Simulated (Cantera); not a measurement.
An isothermal, constant-pressure homogeneous reactor starts with 74.6 % CH4, 25.4 % CO2, at 1925 K and 100000 Pa.

Detailed kinetics in Cantera: GRI-Mech 3.0 (53 species, 325 reactions). GRI-Mech 3.0 stops at C3 and has no aromatics, soot or wall deposition, so with more carbon than oxygen in the feed, carbon stays in small species such as C2H2 where larger ones or solid carbon would form.

One state of this run: x CH4 = 0.668; x CO2 = 0.246; x H2O2 = <1e-12; x O = 4.91e-10; x HO2 = <1e-12; x CH2 = 8.61e-6; x C2H = 7.19e-8. x: mole fraction; the columns are a selection and need not sum to one.

Q: Which value of t (s) does it belong to?
A. 4.06e-5
B. 0.000149
C. 0.0273
D. 1.10e-5

A: A, 4.06e-5
